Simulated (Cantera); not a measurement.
Charge: 1 mol PbO, 1.5 mol H2, equilibrated at 1298 K and 0.250 bar.

Equilibrium computed with Cantera from the NASA thermochemical tables; the gas is ideal and each condensed phase is pure. Candidate condensed phases: H2O, Pb, PbO, PbO2, Pb3O4; 12 gas species. Equilibrium is a limit: real reactors are often held back by kinetics, nucleation or transport.

Base state: H2O 0.660, H2 0.330, Pb 0.0102 (mole fractions); condensed: Pb(l).

Q: What changes in the equilibrium state with this change: temperature from 1298 K to 1600 K?

A: 
```tsv
species	before	after
H2O	0.660	0.504
H2	0.330	0.253
Pb	0.0102	0.242
PbO	1.68e-6	0.000344
Pb2	9.57e-7	0.000184
Pb(l), mol	0.984	0.519
```

Q: What changes in the equilibrium state with this change: temperature from 1298 K to 1123.15 K?

A: 
```
species     before     after
----------  ------  --------
H2O          0.660     0.666
H2           0.330     0.333
Pb          0.0102  0.000733
Pb(l), mol   0.984     0.999
```

Q: What changes in the equilibrium state with this change: PbO replaced by Pb?

A: 
| species | before | after |
|---|---|---|
| H2 | 0.330 | 0.990 |
| Pb | 0.0102 | 0.0102 |
| H2O | 0.660 | 0 |
| Pb(l), mol | 0.984 | 0.984 |
